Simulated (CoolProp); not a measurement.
A single-stage vapour-compression cycle with R142b: evaporating at 240.15 K (dew point), condensing at 295.15 K (bubble point), superheat 10 K, subcooling 0 K, compressor efficiency 0.9, no pressure losses. Each further row changes one setting.

The numbers come from the reference Helmholtz-energy equation of state, Lemmon 2006 in CoolProp. It is a short technical equation, of lower accuracy than the large ones.

| case | cooling COP | pressure ratio | discharge temperature (K) | refrigerating effect (kJ/kg) | volumetric capacity (kJ/m³) |
|---|---|---|---|---|---|
| as stated | 3.19 | 8.95 | 323.5 | 175 | 296 |
| evaporating temperature 245.15 K | 3.66 | [?] | [?] | 179 | [?] |
| condensing temperature 290.15 K | [?] | 7.63 | [?] | 182 | 307 |
| subcooling 5 K | [?] | 8.95 | 323.5 | 182 | 307 |
| superheat 20 K | [?] | 8.95 | 334.2 | 183 | 296 |
| compressor efficiency 0.8 | 2.84 | 8.95 | [?] | 175 | 296 |

Question: Fill in the missing entries.

Answer: 
- evaporating temperature 245.15 K, pressure ratio: 6.99
- evaporating temperature 245.15 K, discharge temperature (K): 320.7
- evaporating temperature 245.15 K, volumetric capacity (kJ/m³): 380
- condensing temperature 290.15 K, cooling COP: 3.59
- condensing temperature 290.15 K, discharge temperature (K): 317.8
- subcooling 5 K, cooling COP: 3.31
- superheat 20 K, cooling COP: 3.20
- compressor efficiency 0.8, discharge temperature (K): 330.9
